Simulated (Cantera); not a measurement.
A freely propagating, adiabatic, planar premixed flame of 20.9 % H₂, 16.6 % O₂, 62.4 % N₂, equivalence ratio 0.63, unburnt at 700 K and 3750 Torr; mixture-averaged transport, grid criteria slope 0.08 and curve 0.16, no radiation.

Computed with Cantera and the H2/O2 subset of GRI-Mech 3.0, which has no nitrogen chemistry. The hydrogen kinetics of GRI-Mech 3.0 are dated; newer H2 mechanisms differ, most at raised pressure. Burning velocities carry a grid error of a few per cent, more on coarse grids. Lean hydrogen flames are cellular in practice and burn faster than this planar one.

Problem. Predict: laminar burning velocity; thermal thickness; peak x(H); peak x(HO₂); peak x(OH).

Solution. 
- laminar burning velocity = 495 cm/s
- thermal thickness = 0.0604 mm
- peak x(H) = 0.0115
- peak x(HO₂) = 0.000759
- peak x(OH) = 0.0128
